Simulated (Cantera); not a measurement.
Input (Python, Cantera) and output of one run.

```python
import numpy as np
import cantera as ct

gas_names = """
    CL CL2 H HCL H2 Si SiCL SiCL2 SiCL3 SiCL4 SiH SiHCL3 SiH2 SiH2CL2 SiH3 SiH3CL SiH4 Si2 Si3
""".split()
cond_names = """
    Si(cr) Si(L)
""".split()


# ... load() reads the species with a 1 bar reference pressure and builds the phases ...
atoms = {
    'SiH2Cl2': {'Si': 1, 'H': 2, 'CL': 2},
    'H2': {'H': 2},
}
top_T = {}  # K; cautious upper limits of use, not melting points


# ... equilibrate(T, P, feed) seeds the gas with the atoms and calls Mixture.equilibrate('TP', solver="vcs", rtol=1e-11, max_steps=5000) ...
results = []
feed = {'SiH2Cl2': 1, 'H2': 11}  # mol
T = 873  # K
P = 1100  # Pa
mix = equilibrate(T, P, feed)
results.append((T, P, feed, dict(zip(mix.species_names, mix.species_moles))))
print(gas.report(threshold=1e-05))
for i in range(1, mix.n_phases):
    print(f"{mix.phase(i).name:16s} {mix.phase_moles(i):12.5e} mol")
```

Output:

```
       temperature   873 K
          pressure   1100 Pa
           density   0.0013242 kg/m^3
  mean mol. weight   8.738 kg/kmol
   phase of matter   gas

                          1 kg             1 kmol
                     ---------------   ---------------
          enthalpy       -8.4844e+05       -7.4136e+06  J
   internal energy       -1.6791e+06       -1.4672e+07  J
           entropy             24366        2.1291e+05  J/K
    Gibbs function        -2.212e+07       -1.9329e+08  J
 heat capacity c_p            3759.7             32852  J/K
 heat capacity c_v            2808.2             24538  J/K

                      mass frac. Y      mole frac. X     chem. pot. / RT
                     ---------------   ---------------   ---------------
               HCL          0.033077         0.0079278           -46.011
                H2            0.2196           0.95183           -21.738
             SiCL2        0.00094796        8.3682e-05           -73.678
             SiCL3         0.0032649        0.00021221           -108.82
             SiCL4           0.61485          0.031625           -143.96
            SiHCL3           0.12605         0.0081319           -119.69
           SiH2CL2         0.0022032        0.00019061           -95.416
     [  +12 minor]        8.1956e-06        1.0778e-06

Si(cr)            4.96975e-01 mol
```

Method: chemical equilibrium by Gibbs-energy minimisation in Cantera with the NASA 1993 tables (ideal gas, pure condensed phases). The tables' values for SiCl3 are old estimates; treat these amounts as uncertain.
